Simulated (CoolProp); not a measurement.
Vapour-liquid equilibrium of R22 (1) + R113 (2) at 246.8 K; x and y are mole fractions of (1).

Computed with CoolProp (multi-fluid Helmholtz-energy mixture model, Kamei 1995 and Marx 1992; pair parameters Bell 2016).

Question: Give the bubble pressure and the first vapour's composition at x = 0.35, 0.8, 0.95. Is there an azeotrope?

Answer: x = 0.35: 86.46 kPa, y = 0.971; x = 0.8: 157.6 kPa, y = 0.993; x = 0.95: 181.4 kPa, y = 0.998. No azeotrope shows between x = 0.05 and 0.95.

Pair parameters are fitted to limited data, so mixtures are less certain than the pure fluids.
